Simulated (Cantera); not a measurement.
A perfectly stirred reactor is fed with H2 : O2 = 0.36 : 1 (molar parts), at 0.0133 bar; it is held at 1075 K, and followed from long to short residence time.

Model: the H2/O2 subset of GRI-Mech 3.0, which has no nitrogen chemistry, integrated in Cantera. Radical loss at walls, strong at low pressure, is not modelled. The temperature is held fixed by assumption; the heat of reaction is taken as removed at once.

**Question.** What does this change do: temperature 1075 to 1275 K?

**Answer.** 
```json
[
 {"quantity": "x(H2) at τ = 22.0 s", "before": "0.000167", "after": "0.000127"},
 {"quantity": "x(O2) at τ = 22.0 s", "before": "0.695", "after": "0.694"},
 {"quantity": "x(H) at τ = 22.0 s", "before": "2.26e-5", "after": "3.53e-5"},
 {"quantity": "x(HO2) at τ = 22.0 s", "before": "2.89e-6", "after": "1.31e-6"},
 {"quantity": "x(OH) at τ = 22.0 s", "before": "0.000471", "after": "0.00127"},
 {"quantity": "x(H2) at τ = 77.0 ms", "before": "0.00566", "after": "0.00482"},
 {"quantity": "x(O2) at τ = 77.0 ms", "before": "0.685", "after": "0.674"},
 {"quantity": "x(H) at τ = 77.0 ms", "before": "0.00613", "after": "0.00937"},
 {"quantity": "x(HO2) at τ = 77.0 ms", "before": "1.47e-5", "after": "8.85e-6"},
 {"quantity": "x(OH) at τ = 77.0 ms", "before": "0.00331", "after": "0.00806"}
]
```
